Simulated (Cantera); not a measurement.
An isothermal plug-flow reactor at 850 K and 713 Torr (inlet), inlet velocity 1.8 m/s, active area per volume 780 1/m; feed 0.281 % CH4, 1.35 % O2, 96.7 % N2, 1.71 % H2O, equivalence ratio 0.42.

Computed with Cantera and Deutschmann's 1995 Pt surface mechanism with GRI-Mech 3.0 gas chemistry. Catalytic surfaces can have several steady states; this one follows from the mechanism file's or the stated starting coverage. Mass transfer to the wall is taken as infinitely fast.

One state of this run: x CH4 = 0.00254; x O2 = 0.0129; x H2O = 0.0177; x CO2 = 0.000272; x CO = 6.79e-7; θ free Pt = 0.131; θ O* = 0.865; θ OH* = 0.00363. x: gas mole fraction; θ: surface coverage.

**Question.** Which value of z (m) does it belong to?
A) 0.00016
B) 0.00027
C) 0.0095
D) 0.00044

**Answer.** C, 0.0095
